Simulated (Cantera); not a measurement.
A closed system holds: 1 mol CuO, 730 mol H₂, equilibrated at 973.15 K and 0.00133 bar.

Method: chemical equilibrium by Gibbs-energy minimisation in Cantera with the NASA 1993 tables (ideal gas, pure condensed phases). Candidate condensed phases: Cu, CuO, Cu(OH)₂, Cu₂O, H₂O; 12 gas species. Kinetics and transport are ignored.

Base state: H₂ 0.999, H₂O 0.00137 (mole fractions); condensed: Cu(s).

What changes in the equilibrium state with this change: temperature from 973.15 K to 1998 K?


```tsv
species	before	after
H₂	0.999	0.954
H	2.97e-8	0.0429
Cu	3.87e-9	0.00134
H₂O	0.00137	0.00133
Cu(s), mol	1.000	0
```
